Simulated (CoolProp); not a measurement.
Properties of C3F8 (R218) along the isobar 2260 kPa (Tc = 71.9 °C, pc = 2640 kPa, ω = 0.317).

Computed with CoolProp (reference Helmholtz-energy equation of state, Lemmon 2006). It is a short technical equation, of lower accuracy than the large ones.

| T (°C) | phase | density (kg/m³) |
|---|---|---|
| -93.35 | liquid | 1823 |
| -72.55 | liquid | 1751 |
| -51.85 | liquid | 1677 |
| -31.15 | liquid | 1600 |
| -10.35 | liquid | 1516 |
| 10.35 | liquid | 1423 |
| 31.15 | liquid | 1310 |
| 51.85 | liquid | 1156 |
| 72.55 | gas | 252.9 |
| 93.35 | gas | 195.4 |
| 114.05 | gas | 168.4 |
